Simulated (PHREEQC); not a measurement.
Make-up at 30 °C: 0.0068 mol KOH, 5.6e-05 mol K2SO4, 0.034 mol CuSO4 and 0.0024 mol KHCO3 per kg of water. Closed to the air; pH follows from the charge balance.

The numbers come from PHREEQC with the ion-association model, wateq4f.dat.

Precipitation was switched off in this run.

Q: Estimate the pH, ionic strength.

A: pH 5.86; ionic strength 0.0867 mol/kgw.

Q: In which forms is K present?

A: K+ 94 %, KSO4- 6.1 % of the K.

The solution is supersaturated, for example in Malachite, Brochantite, so a real one may precipitate; this is no full list.
